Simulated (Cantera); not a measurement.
Input (Python, Cantera) and output of one run.

```python
import numpy as np
import cantera as ct

gas_names = """
    N NO NO2 NO3 N2 N2O O O2 O3 Si SiN SiO SiO2 Si2 Si2N Si3
""".split()
cond_names = """
    Si(cr) Si(L) SiO2(Lqz) SiO2(hqz) SiO2(L) Si2N2O(s) Si3N4(a)
""".split()


def load(file, names, dense=False):
    # The tables refer to 1 bar. Condensed volumes are neglected.
    table = {s.name: s for s in ct.Species.list_from_file(file)}
    out = []
    for n in names:
        d = dict(table[n].input_data)
        d["thermo"] = dict(d["thermo"], **{"reference-pressure": 1e5})
        if dense:
            d["equation-of-state"] = {"model": "constant-volume", "density": "1e6 g/cm^3"}
        out.append(ct.Species.from_dict(d))
    return out


gas = ct.Solution(thermo="ideal-gas", species=load("nasa_gas.yaml", gas_names))
cond = {s.name: ct.Solution(thermo="fixed-stoichiometry", species=[s], name=s.name)
        for s in load("nasa_condensed.yaml", cond_names, dense=True)}
atoms = {
    'Si3N4': {'Si': 3, 'N': 4},
    'N2O': {'N': 2, 'O': 1},
    'N2': {'N': 2},
}
top_T = {'Si2N2O(s)': 2100, 'Si3N4(a)': 2400}  # K; cautious upper limits of use, not melting points


def equilibrate(T, P, feed):
    n = {}
    for name, mol in feed.items():
        for a, k in atoms[name].items():
            n[a] = n.get(a, 0.0) + k * mol
    gas.TPX = T, P, n
    mass = sum(n.values()) * gas.mean_molecular_weight
    gas.equilibrate("TP")
    valid = [c for c in cond.values() if c.min_temp <= T <= top_T.get(c.name, c.max_temp)]
    mix = ct.Mixture([(gas, mass / gas.mean_molecular_weight)] + [(c, 0.0) for c in valid])
    mix.T, mix.P = T, P
    mix.equilibrate("TP", solver="vcs", rtol=1e-11, max_steps=5000)
    return mix


results = []
feed = {'Si3N4': 1, 'N2O': 0.019, 'N2': 1.2}  # mol
P = 0.35  # Pa
for T in [923, 1073, 1223, 1373, 1523, 1673, 1823, 1973]:
    mix = equilibrate(T, P, feed)
    results.append((T, P, feed, dict(zip(mix.species_names, mix.species_moles))))

top = {s: max(r[3][s] / sum(r[3][g] for g in gas_names) for r in results) for s in gas_names}
cols = sorted((s for s in top if top[s] > 0.001), key=lambda s: -top[s])[:5]
seen = [c for c in cond_names if any(r[3].get(c, 0) > 1e-12 for r in results)]
print("log10 of partial pressures in bar; condensed amounts in mol")
print(f"{'T/K':>10s}" + "".join(f"{s[:9]:>10s}" for s in cols + seen))
for T, P, feed, n in results:
    ng = sum(n[g] for g in gas_names)
    print(f"{T:10.4g}" + "".join(f"{np.log10(max(n[s] / ng * P / 1e5, 1e-99)):10.3f}" for s in cols)
          + "".join(f"{n.get(c, 0):10.4g}" for c in seen))
```

Output:

```
log10 of partial pressures in bar; condensed amounts in mol
       T/K        N2        Si       SiO       Si2    Si(cr) Si2N2O(s)  Si3N4(a)
       923    -5.456   -22.342   -18.394   -32.818         0     0.019    0.9873
      1073    -5.456   -16.831   -13.750   -24.263         0     0.019    0.9873
      1223    -5.456   -12.682   -10.262   -17.825         0   0.01898    0.9873
      1373    -5.460    -9.447    -7.548   -12.807         0  0.008982    0.9906
      1523    -5.461    -7.744    -7.690   -10.567     2.964         0         0
      1673    -5.514    -6.379    -7.743    -8.794     2.535         0         0
      1823    -5.741    -5.777    -7.970    -8.389         0         0         0
      1973    -5.742    -5.776    -7.971    -9.064         0         0         0
```

Cantera equilibrium calculation (NASA polynomials, part measured and part estimated; ideal gas, pure solids and liquids). Mutual solubility and eutectic melting of coexisting phases are not modelled. The tables' values for SiN are old estimates; treat these amounts as uncertain.
